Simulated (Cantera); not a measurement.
# Low-pressure radical oxidation in H2/O2

A perfectly stirred reactor is fed with H₂ : O₂ : N₂ = 0.45 : 1 : 0.18 (molar parts), at 3.08 Torr; it is held at 1048 K, and followed from long to short residence time.

Cantera simulation using the H2/O2 subset of GRI-Mech 3.0, which has no nitrogen chemistry; the numbers are that mechanism's predictions, not measurements. Radical loss at walls, strong at low pressure, is not modelled. The temperature is held fixed by assumption; the heat of reaction is taken as removed at once.

```tsv
τ (s)	x H₂	x O₂	x O	x OH	x HO₂	x H₂O₂
1.2	0.00318	0.546	0.00643	0.00244	4.14e-6	1.95e-7
0.39	0.00623	0.539	0.0128	0.00350	4.42e-6	1.72e-7
0.12	0.0119	0.527	0.0242	0.00485	4.32e-6	1.37e-7
0.039	0.0201	0.513	0.0367	0.00606	3.90e-6	1.09e-7
0.013	0.0338	0.507	0.0414	0.00705	3.49e-6	1.04e-7
0.0040	0.0680	0.519	0.0351	0.00785	3.12e-6	1.19e-7
0.0013	0.146	0.554	0.0212	0.00671	2.51e-6	1.09e-7
```
x: mole fraction; the columns are a selection and need not sum to one.
